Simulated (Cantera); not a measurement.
A closed system holds: 1 mol BN, 2.9 mol NF₃, 74 mol H₂, at 1973.15 K and 1.00 bar.

Method: chemical equilibrium by Gibbs-energy minimisation in Cantera with the NASA 1993 tables (ideal gas, pure condensed phases). Candidate condensed phases: B, BN; 31 gas species. The tables' values for BF₂ are old estimates; treat these amounts as uncertain. Rates play no part.

Base state: H₂ 0.888, HF 0.0737, N₂ 0.0244, BF₃ 0.0103, H 0.00127, BF₂ 0.00117, BHF₂ 0.000974, BF 9.65e-5 (mole fractions); condensed: gas only.

**Question.** What changes in the equilibrium state with this change: NF₃ from 2.9 to 8.2 mol?

**Answer.** 
| species | before | after |
|---|---|---|
| H₂ | 0.888 | 0.698 |
| HF | 0.0737 | 0.239 |
| N₂ | 0.0244 | 0.0508 |
| BF₃ | 0.0103 | 0.0105 |
| BF | 9.65e-5 | 7.32e-6 |
| BHF₂ | 0.000974 | 0.000240 |
